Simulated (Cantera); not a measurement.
What does this Cantera script print?

```python
import numpy as np
import cantera as ct

gas = ct.Solution("h2o2.yaml")
gas.TPX = 975, 100000, {'H2': 1.8, 'O2': 1, 'N2': 1.5}
reactor = ct.IdealGasConstPressureReactor(gas, energy="off", clone=False)
net = ct.ReactorNet([reactor])
net.rtol, net.atol = 1e-08, 1e-18
show = ['H2', 'O2', 'O', 'OH', 'H2O', 'H2O2']
times = np.geomspace(0.0008, 4, 9)

steps = ct.SolutionArray(gas, extra=["t"])
rows = []
print(f"{'t/s':>10s}{'T/K':>9s}{'P/Pa':>11s}" + "".join(f"{s:>11s}" for s in show))
for t in times:
    while net.time < t:
        t_next = net.step()
        steps.append(gas.state, t=t_next)
    rows.append([np.interp(t, steps.t, y) for y in (steps.T, steps.P, *steps(*show).X.T)])
    print(f"{t:10.3e}{rows[-1][0]:9.1f}{rows[-1][1]:11.4g}" + "".join(f"{x:11.3e}" for x in rows[-1][2:]))
rate = np.gradient(steps.T, steps.t)
print("integrator steps:", len(steps.t))
if steps.T.max() > steps.T[0] + 200:
    print(f"time of steepest temperature rise: {steps.t[rate.argmax()]:.4e} s")
gas.TPX = 975, 100000, {'H2': 1.8, 'O2': 1, 'N2': 1.5}
gas.equilibrate("TP")
print(f"equilibrium (TP): T = {gas.T:.1f} K  " + "  ".join(f"{s} {gas[s].X[0]:.3e}" for s in show))
```

Output:

```
       t/s      T/K       P/Pa         H2         O2          O         OH        H2O       H2O2
 8.000e-04    975.0      1e+05  3.063e-01  1.779e-01  6.904e-08  5.857e-08  1.419e-01  1.653e-04
 2.320e-03    975.0      1e+05  3.060e-01  1.778e-01  5.393e-08  3.946e-08  1.422e-01  2.656e-04
 6.727e-03    975.0      1e+05  3.050e-01  1.772e-01  8.519e-08  6.684e-08  1.433e-01  4.286e-04
 1.951e-02    975.0      1e+05  2.987e-01  1.738e-01  1.807e-07  1.664e-07  1.508e-01  9.605e-04
 5.657e-02    975.0      1e+05  2.676e-01  1.586e-01  2.100e-07  2.328e-07  1.900e-01  1.284e-03
 1.640e-01    975.0      1e+05  1.945e-01  1.233e-01  1.473e-07  2.047e-07  2.827e-01  9.237e-04
 4.757e-01    975.0      1e+05  8.590e-02  7.088e-02  9.122e-08  1.728e-07  4.205e-01  3.541e-04
 1.379e+00    975.0      1e+05  1.179e-02  3.510e-02  4.220e-08  1.425e-07  5.145e-01  4.284e-05
 4.000e+00    975.0      1e+05  5.386e-04  2.967e-02  1.735e-09  4.470e-08  5.287e-01  7.027e-07
integrator steps: 1835
equilibrium (TP): T = 975.0 K  H2 1.265e-10  O2 2.941e-02  O 1.245e-11  OH 9.835e-08  H2O 5.294e-01  H2O2 1.842e-10
```

Computed with Cantera and the H2/O2 subset of GRI-Mech 3.0, which has no nitrogen chemistry. The temperature is held fixed by assumption; the heat of reaction is taken as removed at once.
